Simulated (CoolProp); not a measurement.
Computed with CoolProp (reference Helmholtz-energy equation of state, Thol 2019).

### Question
Give the vapour pressure (MPa), liquid density (kg/m³), vapour density (kg/m³), surface tension (mN/m) of saturated tetradecamethylhexasiloxane (MD4M) at 425.5 K.

### Answer
| T (K) | p (MPa) | liquid density (kg/m³) | vapour density (kg/m³) | surface tension (mN/m) |
|---|---|---|---|---|
| 425.5 | 0.00406 | 761 | 0.533 | 10.0 |

Surface tension comes from a separate correlation (Mulero 2014), older than this fluid's equation and unchecked against measurements.
